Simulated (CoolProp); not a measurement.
Propylene at 293.15 K and 0.349 MPa flows at 0.86 m/s in a round tube of 10 mm bore and 0.25 µm roughness, fully developed (64/Re and Nu = 3.66 if laminar; Colebrook and Gnielinski if turbulent). Each further row changes one setting.

Computed with CoolProp (reference Helmholtz-energy equation of state, Lemmon 2013).

| case | Reynolds number | Darcy friction factor | pressure drop (Pa/m) | heat-transfer coefficient (W/(m² K)) | mass flow (kg/h) |
|---|---|---|---|---|---|
| as stated | 6520 | 0.0347 | 8.18 | … | 1.55 |
| velocity 1.72 m/s | 13000 | 0.0289 | … | 65.1 | 3.10 |
| diameter 20 mm | 13000 | … | 3.40 | 32.5 | … |

Task: What belongs in the gaps?

Result: 
- as stated, heat-transfer coefficient (W/(m² K)): 36.3
- velocity 1.72 m/s, pressure drop (Pa/m): 27.2
- diameter 20 mm, Darcy friction factor: 0.0288
- diameter 20 mm, mass flow (kg/h): 6.20

Viscosity comes from a separate model (Huber 2003), an estimate that may be off by 10 % or more. Thermal conductivity comes from a separate model (Huber 2003), an estimate that may be off by 10 % or more.
